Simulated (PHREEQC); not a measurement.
Solution (25 °C): 0.0056 mol H3PO4, 0.0061 mol K2HPO4 and 0.00019 mol Cs2SO4 per kg of water. Closed to the air; pH follows from the charge balance.

All values are PHREEQC results (ion-association model, wateq4f.dat), not measurements.

- pH = 5.71
- ionic strength = 0.0132 mol/kgw
- total alkalinity = 0.500 meq/kg

| species | molality | activity | log γ |
|---|---|---|---|
| K+ | 0.0122 | 0.0108 | -0.052 |
| H2PO4- | 0.0112 | 0.0100 | -0.049 |
| HPO4-2 | 0.000498 | 0.000316 | -0.197 |
| Cs+ | 0.000380 | 0.000338 | -0.051 |
| SO4-2 | 0.000180 | 0.000114 | -0.198 |
| KSO4- | 9.72e-6 | 8.69e-6 | -0.049 |
| KHPO4- | 7.45e-6 | 6.66e-6 | -0.049 |
| H3PO4 | 2.89e-6 | 2.90e-6 | 0.001 |
| H+ | 2.17e-6 | 1.97e-6 | -0.044 |
| HSO4- | 2.45e-8 | 2.19e-8 | -0.050 |
| OH- | 5.73e-9 | 5.09e-9 | -0.052 |

This is a speciation only: nothing precipitates in the calculation. Complexes and solids missing from the database can't appear. H3PO4, which wateq4f.dat lacks, is added to it with the constant of phreeqc.dat.
